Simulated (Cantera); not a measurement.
An adiabatic, constant-pressure homogeneous reactor starts with H2 : O2 : N2 = 1 : 0.278 : 1.04 (molar parts), equivalence ratio 1.8, at 1625 K and 1.01 bar.

Computed with Cantera and the H2/O2 subset of GRI-Mech 3.0, which has no nitrogen chemistry.

One state of this run: T (K) = 2868; x H2 = 0.200; x O2 = 0.00116; x O = 0.00241; x HO2 = 1.04e-6; x H2O = 0.242; x H2O2 = 1.17e-7; x H = 0.0463. x: mole fraction; the columns are a selection and need not sum to one.

Question: Which value of t (s) does it belong to?
(A) 0.000199
(B) 1.26e-5
(C) 5.00e-6
(D) 0.000501

Answer: D, 0.000501
